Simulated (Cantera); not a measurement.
Input (Python, Cantera) and output of one run.

```python
import numpy as np
import cantera as ct

gas_names = """
    H H2 H2S Pb PbS Pb2 S SH S2 S8
""".split()
cond_names = """
    Pb(cr) Pb(L) PbS(s) PbS(L) S(cr1) S(cr2) S(L)
""".split()


# ... load() reads the species with a 1 bar reference pressure and builds the phases ...
atoms = {
    'PbS': {'Pb': 1, 'S': 1},
    'H2': {'H': 2},
}
top_T = {}  # K; cautious upper limits of use, not melting points


# ... equilibrate(T, P, feed) seeds the gas with the atoms and calls Mixture.equilibrate('TP', solver="vcs", rtol=1e-11, max_steps=5000) ...
results = []
feed = {'PbS': 1, 'H2': 53}  # mol
T = 2148  # K
P = 120000  # Pa
mix = equilibrate(T, P, feed)
results.append((T, P, feed, dict(zip(mix.species_names, mix.species_moles))))
print(gas.report(threshold=0.001))
for i in range(1, mix.n_phases):
    print(f"{mix.phase(i).name:16s} {mix.phase_moles(i):12.5e} mol")
```

Output:

```
       temperature   2148 K
          pressure   1.2e+05 Pa
           density   0.042899 kg/m^3
  mean mol. weight   6.3847 kg/kmol
   phase of matter   gas

                          1 kg             1 kmol
                     ---------------   ---------------
          enthalpy        9.7939e+06        6.2531e+07  J
   internal energy        6.9966e+06        4.4671e+07  J
           entropy             30265        1.9324e+05  J/K
    Gibbs function       -5.5216e+07       -3.5254e+08  J
 heat capacity c_p              5442             34745  J/K
 heat capacity c_v            4139.7             26431  J/K

                      mass frac. Y      mole frac. X     chem. pot. / RT
                     ---------------   ---------------   ---------------
                 H        0.00058975         0.0037355           -9.7824
                H2           0.30437           0.96393           -19.565
               H2S          0.057118          0.010702           -35.686
                Pb           0.47077          0.014506           -17.015
               PbS            0.1476         0.0039388           -33.136
                SH          0.012325         0.0023797           -25.904
     [   +4 minor]         0.0072241        0.00080366

Pb(L)             0.00000e+00 mol
PbS(L)            0.00000e+00 mol
S(L)              0.00000e+00 mol
```

Method: chemical equilibrium by Gibbs-energy minimisation in Cantera with the NASA 1993 tables (ideal gas, pure condensed phases).
